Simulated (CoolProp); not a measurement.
Properties of propylene glycol along the isobar 441 kPa.

Computed with CoolProp (reference Helmholtz-energy equation of state, Eisenbach 2021).

| T (°C) | phase | Z | cp (kJ/(kg K)) | cv (kJ/(kg K)) | speed of sound (m/s) | expansivity (1/kK) |
|---|---|---|---|---|---|---|
| 131.65 | liquid | 0.01054 | 3.076 | 2.638 | 1199 | 0.9368 |
| 144.75 | liquid | 0.01034 | 3.145 | 2.688 | 1160 | 0.9750 |
| 157.95 | liquid | 0.01015 | 3.214 | 2.737 | 1120 | 1.018 |
| 171.15 | liquid | 0.009989 | 3.284 | 2.785 | 1080 | 1.066 |
| 184.25 | liquid | 0.009843 | 3.353 | 2.830 | 1039 | 1.120 |
| 197.45 | liquid | 0.009713 | 3.424 | 2.874 | 998.4 | 1.182 |
| 210.65 | liquid | 0.009601 | 3.496 | 2.917 | 956.9 | 1.252 |
| 223.75 | liquid | 0.009507 | 3.570 | 2.958 | 915.3 | 1.332 |
| 236.95 | liquid | 0.009431 | 3.647 | 2.998 | 872.7 | 1.426 |
| 250.15 | gas | 0.9437 | 2.750 | 2.599 | 231.7 | 2.383 |
| 263.25 | gas | 0.9492 | 2.791 | 2.645 | 235.7 | 2.276 |
| 276.45 | gas | 0.9540 | 2.832 | 2.689 | 239.6 | 2.180 |
| 289.65 | gas | 0.9583 | 2.871 | 2.732 | 243.4 | 2.094 |
| 302.75 | gas | 0.9620 | 2.908 | 2.772 | 247.0 | 2.018 |
| 315.95 | gas | 0.9654 | 2.945 | 2.811 | 250.5 | 1.948 |
| 329.15 | gas | 0.9684 | 2.980 | 2.848 | 254.0 | 1.884 |
